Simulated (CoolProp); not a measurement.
Properties of hydrogen sulfide along the isobar 8.35 MPa.

Computed with CoolProp (reference Helmholtz-energy equation of state, Lemmon 2006). It is a short technical equation, of lower accuracy than the large ones.

```csv
T (°C),phase,Z,cp (kJ/(kg K)),cv (kJ/(kg K)),speed of sound (m/s)
-37.35,liquid,0.1583,1.974,1.177,1228
-11.05,liquid,0.1504,2.006,1.128,1094
15.15,liquid,0.1458,2.087,1.092,953.5
41.45,liquid,0.1448,2.256,1.066,802.0
67.65,liquid,0.1498,2.675,1.054,627.4
93.95,liquid,0.1830,7.362,1.122,350.1
120.15,gas,0.6574,2.350,0.9805,294.3
146.45,gas,0.7510,1.756,0.9297,322.2
172.65,gas,0.8090,1.538,0.9094,343.5
198.95,gas,0.8498,1.427,0.9015,361.4
225.15,gas,0.8799,1.363,0.9006,377.1
251.45,gas,0.9031,1.324,0.9040,391.2
277.65,gas,0.9212,1.300,0.9101,404.2
```
